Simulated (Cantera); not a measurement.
A Cantera script and its output.

```python
import numpy as np
import cantera as ct

gas = ct.Solution("gri30.yaml")
gas.TPX = 475, 100000, {'CO': 1, 'H2': 0.15, 'CH4': 1.4, 'O2': 5.19, 'N2': 19.5, 'H2O': 0.63, 'CO2': 0.037}
inlet = ct.Reservoir(gas, clone=True)
gas.equilibrate("HP")  # start burning
reactor = ct.IdealGasConstPressureReactor(gas, energy="on", clone=False)
exhaust = ct.Reservoir(gas, clone=True)
tau = [0.099, 0.055, 0.031, 0.017, 0.0094, 0.0052, 0.0029, 0.0016, 0.00089, 0.00049, 0.00027, 0.00015, 8.4e-05][0]
for a, b in ((inlet, reactor), (reactor, exhaust)):
    ct.MassFlowController(a, b, mdot=lambda t: reactor.mass / tau)
net = ct.ReactorNet([reactor])
show = ['CO', 'H2', 'CH4', 'C2H2', 'H2O', 'HCO']

rows = []
print(f"{'tau/s':>10s}{'T/K':>9s}" + "".join(f"{s:>11s}" for s in show))
for tau in [0.099, 0.055, 0.031, 0.017, 0.0094, 0.0052, 0.0029, 0.0016, 0.00089, 0.00049, 0.00027, 0.00015, 8.4e-05]:
    net.initial_time = 0.0
    net.advance(30 * tau)
    before = gas.X
    net.advance(40 * tau)
    drift = np.max(np.abs(gas.X - before) / (gas.X + 1e-9))
    rows.append([gas.T, *gas[show].X, drift])
    print(f"{tau:10.3e}{gas.T:9.1f}" + "".join(f"{x:11.3e}" for x in gas[show].X))
```

Result:

```
     tau/s      T/K         CO         H2        CH4       C2H2        H2O        HCO
 9.900e-02   1898.4  7.095e-04  1.964e-04  5.748e-06  3.024e-10  1.298e-01  1.328e-08
 5.500e-02   1894.0  1.001e-03  2.719e-04  8.538e-06  4.849e-10  1.295e-01  2.433e-08
 3.100e-02   1887.9  1.418e-03  3.805e-04  1.240e-05  7.153e-10  1.291e-01  4.402e-08
 1.700e-02   1878.8  2.048e-03  5.447e-04  1.824e-05  1.022e-09  1.286e-01  8.205e-08
 9.400e-03   1866.5  2.928e-03  7.736e-04  2.671e-05  1.411e-09  1.279e-01  1.515e-07
 5.200e-03   1849.7  4.148e-03  1.087e-03  3.937e-05  1.928e-09  1.271e-01  2.789e-07
 2.900e-03   1827.6  5.777e-03  1.493e-03  5.851e-05  2.652e-09  1.260e-01  5.067e-07
 1.600e-03   1798.1  7.993e-03  2.016e-03  8.955e-05  3.803e-09  1.247e-01  9.242e-07
 8.900e-04   1760.6  1.091e-02  2.634e-03  1.411e-04  5.809e-09  1.232e-01  1.658e-06
 4.900e-04   1711.8  1.500e-02  3.343e-03  2.370e-04  1.003e-08  1.213e-01  2.983e-06
 2.700e-04   1647.8  2.109e-02  4.096e-03  4.412e-04  2.114e-08  1.193e-01  5.357e-06
 1.500e-04   1552.2  3.189e-02  4.983e-03  1.068e-03  7.140e-08  1.167e-01  9.759e-06
 8.400e-05    475.0  3.583e-02  5.375e-03  5.017e-02 -1.897e-19  2.257e-02 -2.317e-28
```

Detailed kinetics in Cantera: GRI-Mech 3.0 (53 species, 325 reactions).
